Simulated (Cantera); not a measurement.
A diamond (100) surface in a fixed gas of H2 with x(CH4) = 0.0029, x(H) = 0.0025, x(CH3) = 0.00018, at 1300 K; coverages are run to steady state.

Computed with Cantera and the Harris–Goodwin 1993 mechanism for the reconstructed diamond (100) surface.

θ: site fractions in the mechanism's names (c6HH fully hydrogenated, c6H* and c6*H radical sites, c6** diradical, c6HM methylated).

| P (Pa) | growth (µm/h) | θ c6HH | θ c6H* | θ c6*H | θ c6** | θ c6HM |
|---|---|---|---|---|---|---|
| 550 | [?] | 0.397 | 0.0483 | 0.516 | 0.0379 | 4.02e-5 |
| 1000 | [?] | 0.397 | 0.0483 | 0.516 | 0.0378 | 7.66e-5 |
| 2000 | [?] | 0.397 | 0.0483 | 0.516 | 0.0377 | 0.000158 |
| 3800 | [?] | 0.397 | 0.0483 | 0.516 | 0.0377 | 0.000303 |
| 7100 | [?] | 0.396 | 0.0483 | 0.516 | 0.0377 | 0.000561 |
| 14000 | [?] | 0.396 | 0.0483 | 0.515 | 0.0376 | 0.00106 |
| 26000 | [?] | 0.396 | 0.0483 | 0.514 | 0.0376 | 0.00184 |
| 49000 | [?] | 0.395 | 0.0483 | 0.513 | 0.0375 | 0.00307 |

Problem. Fill in the missing entries.

Solution. 
- 550, growth (µm/h): 0.0824
- 1000, growth (µm/h): 0.182
- 2000, growth (µm/h): 0.433
- 3800, growth (µm/h): 0.959
- 7100, growth (µm/h): 2.14
- 14000, growth (µm/h): 5.44
- 26000, growth (µm/h): 13.5
- 49000, growth (µm/h): 35.4
